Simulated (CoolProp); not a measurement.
Vapour-liquid equilibrium of diethyl ether (1) + ethanol (2) at 358.5 K; x and y are mole fractions of (1).

Model: multi-fluid Helmholtz-energy mixture model, Thol 2014 and Schroeder 2014; pair parameters Bell 2016, in CoolProp.

Problem. Give the bubble pressure and the first vapour's composition at x = 0.35, 0.75, 0.85. Is there an azeotrope?

Solution. x = 0.35: 0.3213 MPa, y = 0.691; x = 0.75: 0.4174 MPa, y = 0.863; x = 0.85: 0.4360 MPa, y = 0.909. No azeotrope shows between x = 0.05 and 0.95.

The pair parameters rest on a limited set of measurements; away from them the model extrapolates.
